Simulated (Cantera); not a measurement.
Charge: 1 mol SiHCl3, 10 mol N2, 1.4 mol H2, 0.0029 mol Cl2, held at 0.133 bar.

Cantera equilibrium calculation (NASA polynomials, part measured and part estimated; ideal gas, pure solids and liquids). Candidate condensed phases: NH4Cl, Si, Si3N4; 28 gas species. N2 is the only nitrogen source here; it is nearly inert below about 1500 K, so the nitride shown seldom forms there in practice. Kinetics and transport are ignored.

Task: What share of the Si ends up in condensed phases as a function of T (°C), at 475, 575, 675, 775, 875, 975, 1075, 1175, 1275, 1375, 1475?

Result: 
| T (°C) | Si condensed (%) | as |
|---|---|---|
| 475 | 65.3 | Si3N4(s) |
| 575 | 69.5 | Si3N4(s) |
| 675 | 72.6 | Si3N4(s) |
| 775 | 75.0 | Si3N4(s) |
| 875 | 76.9 | Si3N4(s) |
| 975 | 78.1 | Si3N4(s) |
| 1075 | 78.1 | Si3N4(s) |
| 1175 | 75.0 | Si3N4(s) |
| 1275 | 65.2 | Si3N4(s) |
| 1375 | 47.3 | Si3N4(s) |
| 1475 | 26.4 | Si3N4(s) |
